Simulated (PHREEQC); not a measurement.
Solution (50 °C): 0.0052 mol/kgw FeCl3, 0.0068 mol/kgw NaH2PO4 and 4.3e-05 mol/kgw Na2SO4. Closed to the air; pH follows from the charge balance.

Model: ion-association model, wateq4f.dat, run in PHREEQC.

```json
[
 {"quantity": "pH", "before": "3.19", "after": "3.46"},
 {"quantity": "ionic strength (mol/kgw)", "before": "0.0227", "after": "0.0227"},
 {"quantity": "H2PO4- (mol/kgw)", "before": "0.00207", "after": "0.00189"},
 {"quantity": "H3PO4 (mol/kgw)", "before": "0.000222", "after": "8.29e-5"},
 {"quantity": "SO4-2 (mol/kgw)", "before": "3.72e-5", "after": "3.96e-5"},
 {"quantity": "HSO4- (mol/kgw)", "before": "2.71e-6", "after": "8.69e-7"},
 {"quantity": "SI of Mirabilite (Na2SO4:10H2O)", "before": "-9.11", "after": "-7.99"}
]
```

**Question.** Name the change that produced these shifts.
A. temperature from 50 to 25 °C
B. Na2SO4 from 4.3e-05 to 4.73e-05 mol/kgw
C. FeCl3 left out
D. NaH2PO4 from 0.0068 to 0.00748 mol/kgw
E. FeCl3 from 0.0052 to 0.026 mol/kgw

**Answer.** A, temperature from 50 to 25 °C

No solid was allowed to form. Some of these states are supersaturated (in Strengite, Hematite (slow to form), Fe(OH)3(a), for instance). H3PO4, which wateq4f.dat lacks, is added to it with the constant of phreeqc.dat. Away from 25 °C the constants follow the database's enthalpies or fits; those with neither stay at their 25 °C values.
